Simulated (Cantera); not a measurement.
# Equilibrium for calcination and drying: MgSO4 + C + H2O

Feed: 1 mol MgSO4, 0.16 mol C, 6.4 mol H2O, equilibrated at 38.0 Pa.

These are equilibrium values from Cantera (NASA tables, ideal gas, pure condensed phases), not measurements of a reactor. Candidate condensed phases: C, C6H6, C7H8, C8H18, H2O, H2SO4, Mg, MgCO3, MgO, Mg(OH)2, MgS, MgSO4, S; 130 gas species. Kinetics and transport are ignored.

```json
[
 {"T (K)": "1725", "log p H2O": "-3.52", "log p SO2": "-4.32", "log p O2": "-4.78", "log p H2": "-5.72", "log p H": "-6.59", "log p OH": "-5.65", "log p Mg": "-9.01", "log p O": "-6.62", "log p CO2": "-5.13", "n MgO(s)": "1.000"},
 {"T (K)": "1775", "log p H2O": "-3.52", "log p SO2": "-4.32", "log p O2": "-4.77", "log p H2": "-5.51", "log p H": "-6.29", "log p OH": "-5.51", "log p Mg": "-8.39", "log p O": "-6.40", "log p CO2": "-5.13", "n MgO(s)": "1.000"},
 {"T (K)": "1825", "log p H2O": "-3.53", "log p SO2": "-4.33", "log p O2": "-4.75", "log p H2": "-5.32", "log p H": "-6.02", "log p OH": "-5.38", "log p Mg": "-7.81", "log p O": "-6.19", "log p CO2": "-5.15", "n MgO(s)": "1.000"},
 {"T (K)": "1875", "log p H2O": "-3.54", "log p SO2": "-4.33", "log p O2": "-4.73", "log p H2": "-5.15", "log p H": "-5.76", "log p OH": "-5.25", "log p Mg": "-7.26", "log p O": "-5.98", "log p CO2": "-5.16", "n MgO(s)": "0.999"},
 {"T (K)": "1925", "log p H2O": "-3.55", "log p SO2": "-4.34", "log p O2": "-4.70", "log p H2": "-4.99", "log p H": "-5.52", "log p OH": "-5.13", "log p Mg": "-6.75", "log p O": "-5.78", "log p CO2": "-5.19", "n MgO(s)": "0.996"},
 {"T (K)": "1975", "log p H2O": "-3.56", "log p SO2": "-4.35", "log p O2": "-4.66", "log p H2": "-4.86", "log p H": "-5.29", "log p OH": "-5.02", "log p Mg": "-6.27", "log p O": "-5.59", "log p CO2": "-5.22", "n MgO(s)": "0.987"},
 {"T (K)": "2025", "log p H2O": "-3.59", "log p SO2": "-4.36", "log p O2": "-4.62", "log p H2": "-4.74", "log p H": "-5.08", "log p OH": "-4.91", "log p Mg": "-5.81", "log p O": "-5.40", "log p CO2": "-5.27", "n MgO(s)": "0.964"},
 {"T (K)": "2075", "log p H2O": "-3.62", "log p SO2": "-4.39", "log p O2": "-4.57", "log p H2": "-4.64", "log p H": "-4.89", "log p OH": "-4.82", "log p Mg": "-5.39", "log p O": "-5.22", "log p CO2": "-5.32", "n MgO(s)": "0.901"},
 {"T (K)": "2125", "log p H2O": "-3.66", "log p SO2": "-4.42", "log p O2": "-4.51", "log p H2": "-4.56", "log p H": "-4.72", "log p OH": "-4.73", "log p Mg": "-4.99", "log p O": "-5.04", "log p CO2": "-5.40", "n MgO(s)": "0.739"}
]
```
log p: log10 of the partial pressure in bar; n: condensed amount in mol.

From 1725 K to 2125 K the condensed part is MgO(s). The main Mg-bearing gas is Mg throughout.
